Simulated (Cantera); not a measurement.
A perfectly stirred reactor is fed with C3H8 : O2 : N2 = 1 : 5.95 : 22.4 (molar parts), equivalence ratio 0.84, at 10.0 bar; it is adiabatic with a 725 K inlet, and is followed from long to short residence time, starting on the burning branch (τ in s: 0.39, 0.18, 0.08, 0.037, 0.017, 0.0076, 0.0035, 0.0016, 0.00072, 0.00033, 0.00015, 6.8e-05, 3.1e-05).

Model: GRI-Mech 3.0 (53 species, 325 reactions), integrated in Cantera. GRI-Mech 3.0 was tuned for natural gas; its chemistry of propane as a main component is partial and can be far from experiment.

x: mole fraction; the columns are a selection and need not sum to one.

| τ (s) | T (K) | x C3H8 | x O2 | x C2H2 | x C2H6 | x H2O |
|---|---|---|---|---|---|---|
| 0.39 | 2398 | 4.84e-9 | 0.0289 | 2.69e-8 | 3.48e-11 | 0.128 |
| 0.18 | 2398 | 1.05e-8 | 0.0291 | 5.79e-8 | 7.52e-11 | 0.128 |
| 0.080 | 2399 | 2.34e-8 | 0.0293 | 1.28e-7 | 1.68e-10 | 0.128 |
| 0.037 | 2400 | 5.01e-8 | 0.0297 | 2.70e-7 | 3.62e-10 | 0.128 |
| 0.017 | 2401 | 1.07e-7 | 0.0303 | 5.65e-7 | 7.79e-10 | 0.128 |
| 0.0076 | 2401 | 2.35e-7 | 0.0310 | 1.19e-6 | 1.72e-9 | 0.128 |
| 0.0035 | 2399 | [?] | 0.0316 | [?] | [?] | 0.128 |
| 0.0016 | 2392 | [?] | 0.0324 | [?] | [?] | 0.128 |
| 0.00072 | 2378 | 2.16e-6 | 0.0333 | 7.69e-6 | 1.63e-8 | 0.127 |
| 0.00033 | 2355 | 4.24e-6 | 0.0346 | 1.20e-5 | 3.32e-8 | 0.126 |
| 0.00015 | 2319 | 8.18e-6 | 0.0364 | 1.74e-5 | 6.76e-8 | 0.124 |
| 6.8e-5 | 2269 | 1.57e-5 | 0.0390 | 2.48e-5 | 1.41e-7 | 0.122 |
| 3.1e-5 | 2204 | 3.12e-5 | 0.0428 | 3.68e-5 | 3.19e-7 | 0.120 |

Question: Some entries are withheld; supply them.

Answer: 
- 0.0035, x C3H8: 4.97e-7
- 0.0035, x C2H2: 2.35e-6
- 0.0035, x C2H6: 3.65e-9
- 0.0016, x C3H8: 1.04e-6
- 0.0016, x C2H2: 4.41e-6
- 0.0016, x C2H6: 7.73e-9
